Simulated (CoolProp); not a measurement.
The fluid at 230.85 K and 1.52 MPa expands adiabatically to 0.222 MPa with isentropic efficiency 0.9. The same conditions are run with several fluids, on thermodynamics alone (safety and materials aside).

Values from CoolProp's reference Helmholtz-energy equation of state of each fluid (carbon monoxide: Lemmon 2006; oxygen: Schmidt 1985; nitrogen: Span 2000; dry air: Lemmon 2000; methane: Setzmann 1991). Blends and air are pseudo-pure fits.

```csv
fluid,work (kJ/kg),final temperature (K),final density (kg/m³)
carbon monoxide,88.7,141.3,5.39
oxygen,77.5,141.4,___
nitrogen,89.1,___,5.37
dry air,86.0,141.3,___
methane,155,148.7,___
```

Problem. Some entries are withheld; supply them.

Solution. 
- oxygen, final density (kg/m³): 6.16
- nitrogen, final temperature (K): 141.5
- dry air, final density (kg/m³): 5.56
- methane, final density (kg/m³): 2.98
